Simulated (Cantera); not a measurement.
A Cantera script and what it prints.

```python
import numpy as np
import cantera as ct

gas_names = """
    H HO2 H2 H2O H2O2 O OH O2 O3 Pb PbO Pb2
""".split()
cond_names = """
    H2O(s) H2O(L) Pb(cr) Pb(L) PbO(rd) PbO(yw) PbO(L) PbO2(s) Pb3O4(s)
""".split()


# ... load() reads the species with a 1 bar reference pressure and builds the phases ...
atoms = {
    'PbO': {'Pb': 1, 'O': 1},
    'H2': {'H': 2},
}
top_T = {'Pb3O4(s)': 820}  # K; cautious upper limits of use, not melting points


# ... equilibrate(T, P, feed) seeds the gas with the atoms and calls Mixture.equilibrate('TP', solver="vcs", rtol=1e-11, max_steps=5000) ...
results = []
feed = {'PbO': 1, 'H2': 0.99}  # mol
P = 10  # Pa
for T in [698, 798, 898, 998, 1098, 1198, 1298, 1398, 1498, 1598, 1698, 1798]:
    mix = equilibrate(T, P, feed)
    results.append((T, P, feed, dict(zip(mix.species_names, mix.species_moles))))
    x = sorted(zip(gas.X, gas.species_names), reverse=True)
    print(f"T = {T:g} K  P = {P:g} Pa  gas = {mix.phase_moles(0):.4g} mol")
    print("   x: " + "  ".join(f"{s} {v:.3e}" for v, s in x if v > 1e-05))
    print("   condensed (mol): " + ("  ".join(f"{mix.phase(i).name} {mix.phase_moles(i):.4g}"
          for i in range(1, mix.n_phases) if mix.phase_moles(i) > 1e-12) or "none"))
```

Output:

```
T = 698 K  P = 10 Pa  gas = 0.99 mol
   x: H2O 1.000e+00  H2 3.592e-05  Pb 1.016e-05
   condensed (mol): Pb(L) 0.99  PbO(rd) 0.01004
T = 798 K  P = 10 Pa  gas = 0.9906 mol
   x: H2O 9.994e-01  Pb 5.727e-04  H2 6.244e-05
   condensed (mol): Pb(L) 0.9894  PbO(yw) 0.01006
T = 898 K  P = 10 Pa  gas = 1.003 mol
   x: H2O 9.869e-01  Pb 1.295e-02  H2 9.767e-05  PbO 6.870e-05
   condensed (mol): Pb(L) 0.9769  PbO(yw) 0.01003
T = 998 K  P = 10 Pa  gas = 1.175 mol
   x: H2O 8.421e-01  Pb 1.549e-01  PbO 2.850e-03  H2 1.231e-04
   condensed (mol): Pb(L) 0.8078  PbO(yw) 0.006794
T = 1098 K  P = 10 Pa  gas = 1.99 mol
   x: H2O 4.970e-01  Pb 4.970e-01  PbO 5.488e-03  H2 4.633e-04
   condensed (mol): none
T = 1198 K  P = 10 Pa  gas = 1.99 mol
   x: H2O 4.962e-01  Pb 4.962e-01  PbO 6.266e-03  H2 1.242e-03
   condensed (mol): none
T = 1298 K  P = 10 Pa  gas = 1.99 mol
   x: Pb 4.949e-01  H2O 4.948e-01  PbO 7.641e-03  H2 2.625e-03  OH 1.339e-05
   condensed (mol): none
T = 1398 K  P = 10 Pa  gas = 1.99 mol
   x: Pb 4.928e-01  H2O 4.927e-01  PbO 9.639e-03  H2 4.675e-03  OH 6.724e-05  H 3.235e-05  O2 2.132e-05
   condensed (mol): none
T = 1498 K  P = 10 Pa  gas = 1.991 mol
   x: Pb 4.902e-01  H2O 4.896e-01  PbO 1.213e-02  H2 7.467e-03  OH 2.762e-04  H 1.485e-04  O2 1.459e-04
   condensed (mol): none
T = 1598 K  P = 10 Pa  gas = 1.993 mol
   x: Pb 4.871e-01  H2O 4.846e-01  PbO 1.461e-02  H2 1.135e-02  OH 9.425e-04  O2 7.652e-04  H 5.671e-04  O 3.917e-05
   condensed (mol): none
T = 1698 K  P = 10 Pa  gas = 2.001 mol
   x: Pb 4.838e-01  H2O 4.751e-01  H2 1.742e-02  PbO 1.604e-02  O2 2.881e-03  OH 2.676e-03  H 1.908e-03  O 2.349e-04
   condensed (mol): none
T = 1798 K  P = 10 Pa  gas = 2.02 mol
   x: Pb 4.793e-01  H2O 4.565e-01  H2 2.750e-02  PbO 1.573e-02  O2 7.702e-03  OH 6.371e-03  H 5.839e-03  O 1.048e-03
   condensed (mol): none
```

Cantera equilibrium calculation (NASA polynomials, part measured and part estimated; ideal gas, pure solids and liquids).
